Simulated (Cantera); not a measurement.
Charge: 1 mol TiCl4, 1.1 mol H2O, 120 mol N2, 0.54 mol NH3, at 1602 °C and 10.0 Pa.

These are equilibrium values from Cantera (NASA tables, ideal gas, pure condensed phases), not measurements of a reactor. Candidate condensed phases: H2O, NH4Cl, Ti, TiCl2, TiCl3, TiCl4, TiN, TiO, TiO2, Ti2O3, Ti3O5, Ti4O7; 38 gas species. The tables' values for TiCl2, TiOCl are old estimates; treat these amounts as uncertain. Kinetics and transport are ignored.

Base state: N2 0.960, HCl 0.0162, Cl 0.0116, H2 0.00485, H 0.00456, TiCl2 0.00160, TiO 0.000430, TiCl3 0.000235 (mole fractions); condensed: Ti2O3(s).

Q: What changes in the equilibrium state with this change: pressure from 10.0 Pa to 1.50 mbar?

A: 
```json
[
 {"species": "N2", "before": "0.960", "after": "0.966"},
 {"species": "HCl", "before": "0.0162", "after": "0.0222"},
 {"species": "Cl", "before": "0.0116", "after": "0.00465"},
 {"species": "TiCl2", "before": "0.00160", "after": "0.00111"},
 {"species": "TiO", "before": "0.000430", "after": "1.89e-5"},
 {"species": "TiO2", "before": "2.26e-5", "after": "2.28e-6"},
 {"species": "TiCl", "before": "0.000135", "after": "1.57e-5"},
 {"species": "H", "before": "0.00456", "after": "0.00103"},
 {"species": "Ti2O3(s), mol", "before": "0.345", "after": "0.363"}
]
```
The tables' values for TiCl2 are old estimates; treat these amounts as uncertain.
